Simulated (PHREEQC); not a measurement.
## Acid mine or pickling water: an equilibrium model

Synthetic water in mg/L, 25 °C, pH 2.75, pe 12.8:

```
constituent  mg/L
-----------  ----
Na           1580
K             209
Ca            106
Mg           52.6
Cl           1230
S(6) as SO4  2680
Zn           3.54
```

Valence states are taken as typed.

All values are PHREEQC results (ion-association model, phreeqc.dat), not measurements.

Each row changes one thing in this solution. Precipitation was switched off in this run.

| case | ionic strength (mol/kgw) | Na+ (mol/kgw) | SO4-2 (mol/kgw) | K+ (mol/kgw) | HSO4- (mol/kgw) | Ca+2 (mol/kgw) | SI of Gypsum (CaSO4:2H2O) | SI of Halite (NaCl) |
|---|---|---|---|---|---|---|---|---|
| as made | 0.106 | 0.0665 | 0.0215 | 0.00510 | 0.00175 | 0.00173 | -0.70 | -4.43 |
| Ca from 106 to 318 mg/L | 0.111 | 0.0667 | 0.0203 | 0.00512 | 0.00163 | 0.00536 | -0.25 | -4.43 |
| temperature from 25 to 45 °C at the same typed pH | 0.103 | 0.0664 | 0.0203 | 0.00503 | 0.00259 | 0.00171 | -0.73 | -4.45 |
| all concentrations times 3 at the same typed pH | 0.303 | 0.195 | 0.0589 | 0.0149 | 0.00347 | 0.00470 | -0.12 | -3.56 |

Constants without temperature data keep their 25 °C values here.
